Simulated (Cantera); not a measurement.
A Cantera script and what it prints.

```python
import numpy as np
import cantera as ct

gas_names = [...]  # 136 gases of nasa_gas.yaml made of C, H, N, O
cond_names = """
    C(gr) C6H6(L) C7H8(L) C8H18(L),n-octa H2O(s) H2O(L)
""".split()


# ... load() reads the species with a 1 bar reference pressure and builds the phases ...
atoms = {
    'C2H4': {'C': 2, 'H': 4},
    'CO2': {'C': 1, 'O': 2},
    'N2': {'N': 2},
    'H2': {'H': 2},
}
top_T = {'C(gr)': 4500}  # K; cautious upper limits of use, not melting points


# ... equilibrate(T, P, feed) seeds the gas with the atoms and calls Mixture.equilibrate('TP', solver="vcs", rtol=1e-11, max_steps=5000) ...
results = []
feed = {'C2H4': 1, 'CO2': 0.26, 'N2': 0.82, 'H2': 1.4}  # mol
T = 1925  # K
for P in [10, 46, 220, 1000, 4600, 22000, 100000, 460000, 2200000, 10000000]:
    mix = equilibrate(T, P, feed)
    results.append((T, P, feed, dict(zip(mix.species_names, mix.species_moles))))

top = {s: max(r[3][s] / sum(r[3][g] for g in gas_names) for r in results) for s in gas_names}
cols = sorted((s for s in top if top[s] > 1e-06), key=lambda s: -top[s])[:8]
seen = [c for c in cond_names if any(r[3].get(c, 0) > 1e-12 for r in results)]
print("log10 of partial pressures in bar; condensed amounts in mol")
print(f"{'P/Pa':>10s}" + "".join(f"{s[:9]:>10s}" for s in cols + seen))
for T, P, feed, n in results:
    ng = sum(n[g] for g in gas_names)
    print(f"{P:10.4g}" + "".join(f"{np.log10(max(n[s] / ng * P / 1e5, 1e-99)):10.3f}" for s in cols)
          + "".join(f"{n.get(c, 0):10.4g}" for c in seen))
```

Result:

```
log10 of partial pressures in bar; condensed amounts in mol
      P/Pa        H2        N2        CO         H       CH4       HCN       H2O       NH3     C(gr)
        10    -4.188    -4.784    -4.977    -5.113   -11.658    -6.450   -12.961   -13.314     1.719
        46    -3.503    -4.112    -4.305    -4.771   -10.287    -5.772   -11.604   -11.950     1.718
       220    -2.812    -3.428    -3.621    -4.426    -8.907    -5.085   -10.229   -10.573     1.718
      1000    -2.150    -2.769    -2.962    -4.094    -7.582    -4.424    -8.908    -9.250     1.718
      4600    -1.485    -2.105    -2.298    -3.762    -6.252    -3.760    -7.579    -7.920     1.718
   2.2e+04    -0.804    -1.425    -1.618    -3.422    -4.890    -3.079    -6.218    -6.559     1.718
     1e+05    -0.146    -0.767    -0.960    -3.093    -3.575    -2.421    -4.902    -5.243     1.717
   4.6e+05     0.516    -0.104    -0.297    -2.762    -2.250    -1.759    -3.577    -3.918     1.712
   2.2e+06     1.192     0.578     0.384    -2.424    -0.898    -1.080    -2.220    -2.563     1.692
     1e+07     1.834     1.244     1.046    -2.102     0.386    -0.426    -0.915    -1.267     1.609
```

Method: chemical equilibrium by Gibbs-energy minimisation in Cantera with the NASA 1993 tables (ideal gas, pure condensed phases). The ideal-gas law is rough above about 30 bar.
